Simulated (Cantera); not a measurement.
Charge: 1 mol SiHCl3, 0.037 mol C2H4, 540 mol H2, 0.0092 mol C2H2, held at 13.3 mbar.

Equilibrium computed with Cantera from the NASA thermochemical tables; the gas is ideal and each condensed phase is pure. Candidate condensed phases: C, C6H6, C7H8, C8H18, Si, SiC; 109 gas species. Gases not in the tables: Si2H6 and higher silanes. Kinetics and transport are ignored.

Task: At 2273 K, list the 6 most abundant gas species with their mole fractions, and the condensed phases.

Result: H2 0.923, H 0.0699, HCl 0.00504, Si 0.00167, Cl 0.000276, C2H2 (acetylene) 7.47e-5. Condensed: gas only.
